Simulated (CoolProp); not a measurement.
Values from CoolProp's reference Helmholtz-energy equation of state, Lemmon 2006. It is a short technical equation, of lower accuracy than the large ones.

For R142b, give the phase and the Joule-Thomson coefficient (K/MPa), conductivity (mW/(m K)) at 470 K and 15500 kPa.


- 470 K and 15500 kPa: supercritical; Joule-Thomson coefficient 0.986, conductivity 52.9

Thermal conductivity comes from a separate model (Huber 2003), an estimate that may be off by 10 % or more.
